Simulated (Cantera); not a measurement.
Feed: 1 mol SiCl4, 1.4 mol HCl, 97 mol H2, 0.087 mol C2H2, at 1523 K and 0.0133 bar.

Method: chemical equilibrium by Gibbs-energy minimisation in Cantera with the NASA 1993 tables (ideal gas, pure condensed phases). Candidate condensed phases: C, C6H6, C7H8, C8H18, Si, SiC; 109 gas species. Mutual solubility and eutectic melting of coexisting phases are not modelled. The tables' values for SiCl3 are old estimates; treat these amounts as uncertain. The numbers say what is thermodynamically allowed, not how fast it happens.

Base state: H2 0.952, HCl 0.0416, SiCl2 0.00594, H 0.000195, SiCl3 6.30e-5 (mole fractions); condensed: Si(s) + SiC(s).

**Question.** What changes in the equilibrium state with this change: HCl from 1.4 to 4.8 mol?

**Answer.** 
```tsv
species	before	after
H2	0.952	0.923
HCl	0.0416	0.0686
SiCl2	0.00594	0.00779
SiCl3	6.30e-5	0.000138
SiHCl3	5.13e-6	1.11e-5
Cl	6.85e-6	1.15e-5
Si(s), mol	0.221	0
SiC(s), mol	0.174	0.174
```

**Question.** What changes in the equilibrium state with this change: temperature from 1523 K to 2225 K?

**Answer.** 
```tsv
species	before	after
H2	0.952	0.888
H	0.000195	0.0529
HCl	0.0416	0.0474
Si	1.35e-6	0.00695
C2H2 (acetylene)	<1e-9	0.000517
SiC2	<1e-9	0.000146
Si2C	2.46e-9	0.000338
Si(s), mol	0.221	0
SiC(s), mol	0.174	0
```
The tables' values for SiCl are old estimates; treat these amounts as uncertain. Gases not in the tables: Si2H6 and higher silanes.
